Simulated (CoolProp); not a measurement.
The fluid at 258.95 K and 10.3 MPa is throttled through a valve to 4.98 MPa with no heat exchange. The same conditions are run with several fluids, on thermodynamics alone (safety and materials aside).

Model: reference Helmholtz-energy equation of state of each fluid (oxygen: Schmidt 1985; dry air: Lemmon 2000; carbon monoxide: Lemmon 2006; fluorine: de Reuck 1990; CF4 (R14): Platzer 1990), in CoolProp. The equations of Platzer and Polt are older, rougher fits. Blends and air are pseudo-pure fits.

Q: Rank oxygen, dry air, carbon monoxide, fluorine, CF4 (R14) by temperature change (K), highest first.

A: fluorine (-11.6), dry air (-12.7), carbon monoxide (-13.3), oxygen (-16.3), CF4 (R14) (-20.1)

```csv
fluid,final phase,final density (kg/m³)
oxygen,gas,85.2
dry air,supercritical,73.5
carbon monoxide,supercritical,71.6
fluorine,gas,96.7
CF4 (R14),supercritical,575
```
